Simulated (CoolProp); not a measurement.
Values from CoolProp's reference Helmholtz-energy equation of state, Thol 2017.

For octamethyltrisiloxane (MDM), give the phase and the Z, cp (kJ/(kg K)) at 303.8 K and 1.78 MPa; 530.6 K and 0.108 MPa.


- 303.8 K and 1.78 MPa: liquid; Z 0.205, cp 1.79
- 530.6 K and 0.108 MPa: gas; Z 0.967, cp 2.01
